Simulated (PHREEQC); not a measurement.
Solution (31 °C): 0.011 mol/kgw K2CO3, 6.1e-05 mol/kgw H4SiO4 and 0.0001 mol/kgw KH2PO4. Closed to the air; pH follows from the charge balance.

All values are PHREEQC results (ion-association model, phreeqc.dat), not measurements.

This is a speciation only: nothing precipitates in the calculation.

**Question.** What pH, ionic strength does the model give?

**Answer.** pH 10.86; ionic strength 0.0317 mol/kgw.

**Question.** In which forms is Si present?

**Answer.** H3SiO4- 93 %, H4SiO4 5.9 %, H2SiO4-2 1.1 % of the Si.
